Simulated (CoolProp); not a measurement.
Properties of p-xylene along the isotherm 620 K.

Model: reference Helmholtz-energy equation of state, Zhou 2012, in CoolProp.

```csv
p (MPa),phase,cv (kJ/(kg K)),speed of sound (m/s),isothermal compressibility (1/MPa),expansivity (1/kK)
0.112,gas,2.172,221.8,9.036,1.675
0.254,gas,2.176,218.7,4.048,1.760
0.578,gas,2.186,211.2,1.849,1.985
1.32,gas,2.214,192.6,___,2.731
3,gas,2.338,___,0.7159,9.962
6.82,supercritical,2.303,288.5,0.03252,4.529
15.5,supercritical,___,___,0.009451,2.066
35.3,supercritical,2.265,693.6,0.003781,1.204
```

Problem. Some entries are withheld; supply them.

Solution. 
- 1.32, isothermal compressibility (1/MPa): 0.9043
- 3, speed of sound (m/s): 133.3
- 15.5, cv (kJ/(kg K)): 2.272
- 15.5, speed of sound (m/s): 474.5
